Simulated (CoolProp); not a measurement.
Saturation properties of methane (Tc = -82.6 °C, pc = 4.599 MPa, ω = 0.011).

Model: reference Helmholtz-energy equation of state, Setzmann 1991, in CoolProp.

| T (°C) | p (MPa) | liquid cp (kJ/(kg K)) | surface tension (mN/m) | liquid viscosity (µPa s) | vapour viscosity (µPa s) |
|---|---|---|---|---|---|
| -158.15 | 0.1322 | 3.506 | 12.3 | 109 | 4.38 |
| -153.65 | 0.1847 | 3.545 | 11.4 | 99.1 | 4.56 |
| -149.15 | 0.2517 | 3.589 | 10.5 | 90.8 | 4.74 |
| -144.55 | 0.3374 | 3.640 | 9.67 | 83.3 | 4.93 |
| -140.05 | 0.4405 | 3.700 | 8.83 | 76.8 | 5.12 |
| -135.55 | 0.5651 | 3.770 | 8.00 | 71.0 | 5.31 |
| -131.05 | 0.7136 | 3.854 | 7.18 | 65.7 | 5.51 |
| -126.55 | 0.8886 | 3.956 | 6.38 | 60.8 | 5.72 |

It boils at -161.5 °C under 1 atm.

Viscosity comes from a separate model (Quiñones-Cisneros 2006). Surface tension comes from a separate correlation (Mulero 2012).
